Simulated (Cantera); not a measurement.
Charge: 1 mol (CH3)2SiCl2, 0.0096 mol C2H4, 100 mol H2, held at 2548 K.

Equilibrium computed with Cantera from the NASA thermochemical tables; the gas is ideal and each condensed phase is pure. Candidate condensed phases: C, C6H6, C7H8, C8H18, Si, SiC; 109 gas species. The feed counts by its element totals alone. The tables' values for SiCl are old estimates; treat these amounts as uncertain. Gases not in the tables: Si2H6 and higher silanes. Equilibrium is a limit: real reactors are often held back by kinetics, nucleation or transport.

### Question
At 105 Torr, list the 5 most abundant gas species with their mole fractions, and the condensed phases.

### Answer
H2 0.888, H 0.0779, HCl 0.0170, C2H2 (acetylene) 0.00769, Si 0.00622. Condensed: gas only.
